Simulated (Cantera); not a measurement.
An adiabatic, constant-pressure homogeneous reactor starts with CH₄ : H₂ : O₂ : N₂ = 1 : 0.044 : 1.84 : 8.46 (molar parts), at 1425 K and 0.590 bar.

Cantera simulation using GRI-Mech 3.0 (53 species, 325 reactions); the numbers are that mechanism's predictions, not measurements.

Task: Predict: time of steepest temperature rise; temperature at 0.200 s; equilibrium temperature; x(H₂) at 0.200 s; x(O₂) at 0.200 s; x(NO) at 0.200 s; x(O) at 0.200 s.

Result: 
```json
{
  "time_of_steepest_temperature_rise": "3.64 ms",
  "temperature at 0.200 s": "2619 K",
  "equilibrium_temperature": "2619 K",
  "x(H₂) at 0.200 s": "0.0201 (gas-phase equilibrium 0.0201)",
  "x(O₂) at 0.200 s": "0.00920 (gas-phase equilibrium 0.00920)",
  "x(NO) at 0.200 s": "0.00561 (gas-phase equilibrium 0.00561)",
  "x(O) at 0.200 s": "0.00318 (gas-phase equilibrium 0.00318)"
}
```
